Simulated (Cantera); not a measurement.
Charge: 1 mol Pb, 0.091 mol O2, 70 mol H2, equilibrated at 1250 K and 0.000950 bar.

Cantera equilibrium calculation (NASA polynomials, part measured and part estimated; ideal gas, pure solids and liquids). Candidate condensed phases: H2O, Pb, PbO, PbO2, Pb3O4; 12 gas species. Kinetics and transport are ignored.

Base state: H2 0.983, Pb 0.0141, H2O 0.00256, H 1.56e-5 (mole fractions); condensed: gas only.

### Question
What changes in the equilibrium state with this change: temperature from 1250 K to 475 K?

### Answer
```
species      before    after
----------  -------  -------
H2            0.983    0.997
H2O         0.00256  0.00260
Pb           0.0141    <1e-9
H           1.56e-5    <1e-9
Pb(s), mol        0     1.00
```

### Question
What changes in the equilibrium state with this change: pressure from 0.000950 bar to 1.00 bar?

### Answer
```tsv
species	before	after
H2	0.983	0.996
H2O	0.00256	0.00260
Pb	0.0141	0.00134
H	1.56e-5	4.82e-7
Pb(l), mol	0	0.906
```
